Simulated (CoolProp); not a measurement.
Vapour pressure (MPa) of R141b: the reference equation beside estimates from Tc = 204.4 °C, pc = 4.212 MPa, ω = 0.220.

Values from CoolProp's reference Helmholtz-energy equation of state, Lemmon 2006. It is a short technical equation, of lower accuracy than the large ones.

```tsv
T (°C)	reference	Redlich-Kwong	Peng-Robinson
-7.75	0.01949	0.03682	0.02033
2.95	0.03209	0.05786	0.03304
13.55	0.05036	?	0.05133
24.25	0.07640	0.1263	0.07727
34.95	0.1121	0.1779	0.1127
45.65	0.1596	0.2438	?
56.35	0.2214	0.3260	0.2208
67.05	0.3000	0.4267	0.2986
77.65	0.3972	?	0.3948
88.35	0.5175	?	0.5141
99.05	0.6631	?	0.6590
```

**Question.** Complete the blanks.

**Answer.** 
- 13.55, Redlich-Kwong: 0.08687
- 45.65, Peng-Robinson: 0.1597
- 77.65, Redlich-Kwong: 0.5466
- 88.35, Redlich-Kwong: 0.6902
- 99.05, Redlich-Kwong: 0.8585

Absolute difference from the reference over all 11 rows, mean and median: Redlich-Kwong 55.3 and 52.8 %, Peng-Robinson 1.2 and 0.6 %.
